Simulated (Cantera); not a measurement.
A freely propagating, adiabatic, planar premixed flame of H2 : O2 : N2 : H2O = 1 : 0.909 : 3.42 : 0.0063 (molar parts), unburnt at 573 K and 3.65 atm; mixture-averaged transport, grid criteria slope 0.08 and curve 0.16, no radiation.

Computed with Cantera and the H2/O2 subset of GRI-Mech 3.0, which has no nitrogen chemistry. The hydrogen kinetics of GRI-Mech 3.0 are dated; newer H2 mechanisms differ, most at raised pressure. Burning velocities carry a grid error of a few per cent, more on coarse grids. Lean hydrogen flames are cellular in practice and burn faster than this planar one.

x: mole fraction of selected species; z is measured from the peak of heat release.

```tsv
z (mm)	T (K)	u (m/s)	x H2	x O2	x OH	x H2O	x HO2	x H
-0.275	573	1.93	0.186	0.171	<1e-8	0.00119	6.77e-8	<1e-8
-0.183	574	1.92	0.183	0.171	<1e-8	0.00123	5.04e-7	<1e-8
-0.137	576	1.92	0.178	0.172	<1e-8	0.00141	3.63e-6	<1e-8
-0.0916	588	1.93	0.164	0.175	<1e-8	0.00265	3.06e-5	<1e-8
-0.0458	___	2.30	0.122	0.175	4.64e-5	0.0201	0.000518	3.87e-5
-0.0229	___	3.09	0.0852	0.161	0.000565	0.0589	0.000534	0.000842
0	___	4.06	0.0466	0.133	0.00222	0.114	0.000309	0.00336
0.0229	1550	4.76	0.0208	0.108	0.00497	0.156	0.000183	0.00471
0.0458	1682	5.15	0.00986	0.0956	0.00675	0.176	0.000119	0.00392
0.0916	1804	5.51	0.00390	0.0893	0.00702	0.189	6.13e-5	0.00181
0.183	1878	5.73	0.00149	0.0884	0.00511	0.195	2.47e-5	0.000451
0.366	1910	5.81	0.000452	0.0887	0.00301	0.198	8.27e-6	7.50e-5
0.733	1920	5.84	0.000140	0.0890	0.00175	0.200	3.35e-6	1.36e-5
```

What belongs in the gaps?


- -0.0458, T (K): 726
- -0.0229, T (K): 996
- 0, T (K): 1320
